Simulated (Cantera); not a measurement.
Feed: 1 mol Si(CH3)4, 0.0074 mol C2H4, 690 mol H2, at 530 Pa.

Equilibrium computed with Cantera from the NASA thermochemical tables; the gas is ideal and each condensed phase is pure. Candidate condensed phases: C, C6H6, C7H8, C8H18, Si, SiC; 87 gas species. Equilibrium is a limit: real reactors are often held back by kinetics, nucleation or transport. All values below are at 1473 K.

Base state: H2 1.000, H 0.000174, CH4 1.56e-5 (mole fractions); condensed: C(graphite) + SiC(s).

Question: What changes in the equilibrium state with this change: Si(CH3)4 replaced by (CH3)2SiCl2?

Answer: 
| species | before | after |
|---|---|---|
| H2 | 1.000 | 0.997 |
| HCl | 0 | 0.00288 |
| H | 0.000174 | 0.000174 |
| CH4 | 1.56e-5 | 1.55e-5 |
| C(graphite), mol | 2.99 | 0.995 |
| SiC(s), mol | 1.000 | 1.000 |
The feed counts by its element totals alone.
